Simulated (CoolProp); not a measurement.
The fluid at 367.93 K and 1.98 MPa flows at 0.56 m/s in a round tube of 100 mm bore and 0.25 µm roughness, fully developed (64/Re and Nu = 3.66 if laminar; Colebrook and Gnielinski if turbulent). The same conditions are run with several fluids, on thermodynamics alone (safety and materials aside).

The numbers come from the reference Helmholtz-energy equation of state of each fluid (C3F8 (R218): Lemmon 2006; carbon dioxide: Span 1996; methane: Setzmann 1991; R13: Platzer 1990; nitrogen: Span 2000) in CoolProp. The equations of Platzer and Polt are older, rougher fits.

```csv
fluid,Reynolds number,Darcy friction factor,pressure drop (Pa/m),heat-transfer coefficient (W/(m² K)),mass flow (kg/h)
C3F8 (R218),521000,0.0131,3.28,160,2530
carbon dioxide,90800,0.0184,0.863,41.2,474
methane,43400,0.0216,0.356,44.0,167
R13,231000,0.0152,1.78,67.8,1180
nitrogen,47900,0.0211,0.597,31.9,286
```

Transport values come from each fluid's own correlations; those of C3F8 (R218), R13 are estimates that may be off by 10 % or more.
